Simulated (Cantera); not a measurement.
A perfectly stirred reactor is fed with N2O = 1 (molar parts), at 101000 Pa; it is held at 1525 K, and followed from long to short residence time.

Detailed kinetics in Cantera: GRI-Mech 3.0 (53 species, 325 reactions). GRI-Mech 3.0 was tuned for natural gas; its chemistry of N2O as a main component is partial and can be far from experiment. The temperature is held fixed by assumption; the heat of reaction is taken as removed at once.

**Question.** Predict: x(N2O) at τ = 0.340 s; x(NO) at τ = 0.340 s; x(O) at τ = 0.340 s; x(N2) at τ = 0.340 s; x(NO2) at τ = 0.340 s; x(N2O) at τ = 34.0 ms; x(NO) at τ = 34.0 ms; x(O) at τ = 34.0 ms; x(N2) at τ = 34.0 ms; x(NO2) at τ = 34.0 ms.

**Answer.** 
* **x(N2O) at τ = 0.340 s**: 0.0382
* **x(NO) at τ = 0.340 s**: 0.0833
* **x(O) at τ = 0.340 s**: 2.90e-5
* **x(N2) at τ = 0.340 s**: 0.599
* **x(NO2) at τ = 0.340 s**: 0.000529
* **x(N2O) at τ = 34.0 ms**: 0.238
* **x(NO) at τ = 34.0 ms**: 0.108
* **x(O) at τ = 34.0 ms**: 6.01e-5
* **x(N2) at τ = 34.0 ms**: 0.454
* **x(NO2) at τ = 34.0 ms**: 0.000678
